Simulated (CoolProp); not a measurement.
The numbers come from the reference Helmholtz-energy equation of state, Lemmon 2022 in CoolProp.

**Question.** Give the vapour pressure (bar), vapour Z, surface tension (mN/m), liquid viscosity (µPa s) of saturated R1234yf at 275.5 K.

**Answer.** 
```json
[
 {"T (K)": "275.5", "p (bar)": "3.42", "vapour Z": "0.894", "surface tension (mN/m)": "9.14", "liquid viscosity (µPa s)": "192"}
]
```

Viscosity comes from a separate model (Bell 2016), an estimate that may be off by 10 % or more. Surface tension comes from a separate correlation (Mulero 2012).
